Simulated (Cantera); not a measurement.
## (CH3)2SiCl2 + C3H8 + H2 (silicon carbide growth)

A closed system holds: 1 mol (CH3)2SiCl2, 0.45 mol C3H8, 4.9 mol H2, held at 0.0660 bar.

Method: chemical equilibrium by Gibbs-energy minimisation in Cantera with the NASA 1993 tables (ideal gas, pure condensed phases). Candidate condensed phases: C, C6H6, C7H8, C8H18, Si, SiC; 109 gas species. The feed counts by its element totals alone. The tables' values for SiCl3 are old estimates; treat these amounts as uncertain. The numbers say what is thermodynamically allowed, not how fast it happens.

From 750 °C to 1575 °C the condensed part is C(graphite) + SiC(s). The main Si-bearing gas is SiCl4 at 750 °C and SiCl2 at 1575 °C. The share of Si in condensed phases is highest at 1125 °C (99.0 %) and lowest at 750 °C (80.4 %).

```tsv
T (°C)	x H2	x HCl	x SiCl4	x CH4	x SiCl2	x H	n C(graphite)	n SiC(s)
750	0.860	0.117	0.0175	0.00366	1.35e-5	1.49e-8	2.51	0.804
825	0.839	0.150	0.00915	0.00170	4.63e-5	8.82e-8	2.44	0.893
900	0.824	0.171	0.00376	0.000872	0.000115	4.17e-7	2.39	0.952
975	0.817	0.180	0.00133	0.000491	0.000223	1.64e-6	2.37	0.979
1050	0.815	0.184	0.000468	0.000298	0.000376	5.57e-6	2.36	0.988
1125	0.814	0.184	0.000176	0.000191	0.000585	1.66e-5	2.36	0.990
1200	0.814	0.184	7.17e-5	0.000128	0.000860	4.44e-5	2.36	0.988
1275	0.814	0.184	3.17e-5	8.98e-5	0.00121	0.000108	2.36	0.985
1350	0.815	0.183	1.50e-5	6.49e-5	0.00164	0.000243	2.37	0.981
1425	0.815	0.182	7.55e-6	4.84e-5	0.00215	0.000508	2.37	0.976
1500	0.815	0.181	4.00e-6	3.69e-5	0.00274	0.001000	2.38	0.970
1575	0.815	0.179	2.22e-6	2.89e-5	0.00341	0.00186	2.38	0.962
```
x: gas mole fraction; n: condensed amount in mol.
